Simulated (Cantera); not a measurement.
What does this Cantera script print?

```python
import numpy as np
import cantera as ct

gas = ct.Solution("SiF4_NH3_mec.yaml", "gas")
gas.TPX = 1750, 2200, {'NH3': 1, 'N2': 2.7}
reactor = ct.IdealGasConstPressureReactor(gas, energy="off", clone=False)
net = ct.ReactorNet([reactor])
net.rtol, net.atol = 1e-08, 1e-18
show = ['NH3', 'H', 'NH', 'N2', 'N2H4', 'H2', 'N']
times = np.geomspace(1e-06, 40, 9)

steps = ct.SolutionArray(gas, extra=["t"])
rows = []
print(f"{'t/s':>10s}{'T/K':>9s}{'P/Pa':>11s}" + "".join(f"{s:>11s}" for s in show))
for t in times:
    while net.time < t:
        t_next = net.step()
        steps.append(gas.state, t=t_next)
    rows.append([np.interp(t, steps.t, y) for y in (steps.T, steps.P, *steps(*show).X.T)])
    print(f"{t:10.3e}{rows[-1][0]:9.1f}{rows[-1][1]:11.4g}" + "".join(f"{x:11.3e}" for x in rows[-1][2:]))
rate = np.gradient(steps.T, steps.t)
print("integrator steps:", len(steps.t))
if steps.T.max() > steps.T[0] + 200:
    print(f"time of steepest temperature rise: {steps.t[rate.argmax()]:.4e} s")
gas.TPX = 1750, 2200, {'NH3': 1, 'N2': 2.7}
gas.equilibrate("TP")
print(f"equilibrium (TP): T = {gas.T:.1f} K  " + "  ".join(f"{s} {gas[s].X[0]:.3e}" for s in show))
```

Result:

```
       t/s      T/K       P/Pa        NH3          H         NH         N2       N2H4         H2          N
 1.000e-06   1750.0       2200  2.703e-01  2.667e-09  1.165e-17  7.297e-01  1.059e-20  1.063e-10  1.681e-25
 8.918e-06   1750.0       2200  2.703e-01  1.777e-08  6.678e-15  7.297e-01  9.960e-18  6.967e-09  3.502e-21
 7.953e-05   1750.0       2200  2.703e-01  3.522e-08  2.046e-12  7.297e-01  9.019e-15  1.854e-07  2.534e-17
 7.092e-04   1750.0       2200  2.703e-01  3.531e-08  2.941e-10  7.297e-01  1.486e-12  1.933e-06  3.323e-14
 6.325e-03   1750.0       2200  2.702e-01  3.902e-08  4.931e-08  7.297e-01  1.276e-10  1.815e-05  3.698e-11
 5.640e-02   1750.0       2200  2.695e-01  4.980e-07  1.297e-06  7.296e-01  7.246e-09  6.504e-04  3.322e-09
 5.030e-01   1750.0       2200  2.554e-01  7.542e-06  2.773e-06  7.270e-01  8.078e-09  1.728e-02  7.802e-08
 4.485e+00   1750.0       2200  1.692e-01  4.639e-05  3.006e-06  7.114e-01  3.065e-09  1.192e-01  2.364e-07
 4.000e+01   1750.0       2200  1.937e-02  1.936e-04  1.126e-06  6.843e-01  1.144e-10  2.961e-01  1.845e-07
integrator steps: 1274
equilibrium (TP): T = 1750.0 K  NH3 1.051e-07  H 8.909e-04  NH 1.135e-10  N2 6.805e-01  N2H4 6.189e-20  H2 3.186e-01  N 8.115e-11
```

Detailed kinetics in Cantera: the gas-phase N/H chemistry of the illustrative SiF4/NH3 mechanism in the Surface Chemkin manual (1991). Walls and surfaces, which speed up NH3 decomposition in real reactors, are not modelled.
